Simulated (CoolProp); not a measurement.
A Linde-Hampson liquefier for ethylene: isothermal reversible compression at 320 K from 1 atm to 5 MPa, throttling to 1 atm, return gas leaving the recuperator 2 K below the feed. Each further row changes one setting.

Model: reference Helmholtz-energy equation of state, Smukala 2000, in CoolProp.

| case | liquid yield per pass | compression work (kJ/kg of gas) |
|---|---|---|
| as stated | ? | 347 |
| high pressure 10 MPa | 0.317 | ? |
| warm-end temperature 350 K | 0.083 | ? |
| warm-end gap 7 K | ? | 347 |

Question: Some entries are withheld; supply them.

Answer: 
- as stated, liquid yield per pass: 0.117
- high pressure 10 MPa, compression work (kJ/kg of gas): 386
- warm-end temperature 350 K, compression work (kJ/kg of gas): 387
- warm-end gap 7 K, liquid yield per pass: 0.106
